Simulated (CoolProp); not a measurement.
A simple Rankine cycle with water: condensing at 320.15 K, boiler at 0.198 MPa, turbine inlet 408.1 K, turbine efficiency 0.75, pump efficiency 0.8, no recuperator. Each further row changes one setting.

Model: reference Helmholtz-energy equation of state, Wagner 2002, in CoolProp.

| case | thermal efficiency (%) | net work (kJ/kg) | heat in (kJ/kg) | turbine exit temperature (K) | volume ratio over the turbine |
|---|---|---|---|---|---|
| as stated | 13.1 | 334 | 2540 | 320.1 | 13.7 |
| turbine inlet 428.1 K | 13.2 | 341 | 2580 | 320.1 | 13.2 |
| condensing temperature 312.15 K | 14.5 | 373 | 2570 | 312.1 | 20.1 |
| boiler pressure 0.139 MPa | 11.6 | 296 | 2550 | 320.1 | 9.76 |
| turbine efficiency 0.65 | 11.4 | 289 | 2540 | 320.1 | 14.0 |

The expansion ends wet for: as stated; turbine inlet 428.1 K; condensing temperature 312.15 K; boiler pressure 0.139 MPa; turbine efficiency 0.65.
